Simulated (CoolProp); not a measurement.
The numbers come from the reference Helmholtz-energy equation of state, Lemmon 2005 in CoolProp. It is a short technical equation, of lower accuracy than the large ones.

Q: For cis-2-butene, give the phase and the density (kg/m³), isothermal compressibility (1/MPa), fugacity coefficient at 257.5 K and 3.76 MPa; 270.1 K and 3.76 MPa.

A: 
- 257.5 K and 3.76 MPa: liquid; density 665, isothermal compressibility 0.00146, fugacity coefficient 0.0136
- 270.1 K and 3.76 MPa: liquid; density 652, isothermal compressibility 0.00167, fugacity coefficient 0.0230
